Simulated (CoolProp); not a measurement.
Vapour-liquid equilibrium of cyclohexane (1) + n-dodecane (2) at 0.0377 MPa; x and y are mole fractions of (1).

The numbers come from the multi-fluid Helmholtz-energy mixture model, Zhou 2014 and Lemmon 2004; pair parameters Bell 2016 in CoolProp.

### Question
Give the bubble temperature and the first vapour's composition at x = 0.35, 0.65, 0.8. Is there an azeotrope?

### Answer
x = 0.35: 359.1 K, y = 0.982; x = 0.65: 337.2 K, y = 0.997; x = 0.8: 330.6 K, y = 0.999. No azeotrope shows between x = 0.05 and 0.95.

Pair parameters are fitted to limited data, so mixtures are less certain than the pure fluids.
